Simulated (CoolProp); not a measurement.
Octamethyltrisiloxane (MDM) along the isotherm 301.85 °C: Z from the reference equation and from simpler models built on Tc = 292.2 °C, pc = 1.438 MPa, ω = 0.528; each cubic takes its own stable root.

The numbers come from the reference Helmholtz-energy equation of state, Thol 2017 in CoolProp.

```
p (MPa)          phase  reference
-------  -------------  ---------
0.653              gas     0.8380
1.31               gas     0.5908
1.96     supercritical     0.2507
2.61     supercritical     0.2938
3.27     supercritical     0.3473
3.92     supercritical     0.4010
4.57     supercritical     0.4544
5.23     supercritical     0.5082
5.88     supercritical     0.5606
6.53     supercritical     0.6125
7.19     supercritical     0.6646
```

Question: How far does each simpler model (Soave-Redlich-Kwong, Peng-Robinson) lie from the reference over these 11 states: mean and median of the absolute difference, and the worst?

Answer: 
- Soave-Redlich-Kwong: mean 10.3 %, median 9.6 %, worst +21.9 % at 301.85 °C and 1.96 MPa
- Peng-Robinson: mean 3.2 %, median 2.2 %, worst +11.2 % at 301.85 °C and 1.96 MPa
